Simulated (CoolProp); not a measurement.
Normal hydrogen at 588.74 K and 0.296 MPa is throttled through a valve to 0.069 MPa with no heat exchange. Each further row changes one setting.

The numbers come from the reference Helmholtz-energy equation of state, Leachman 2009 in CoolProp.

```tsv
case	final density (kg/m³)
as stated	___
outlet pressure 0.0207 MPa	___
outlet pressure 0.0897 MPa	___
```

Question: Fill in the missing entries.

Answer: 
- as stated, final density (kg/m³): 0.0284
- outlet pressure 0.0207 MPa, final density (kg/m³): 0.00852
- outlet pressure 0.0897 MPa, final density (kg/m³): 0.0369
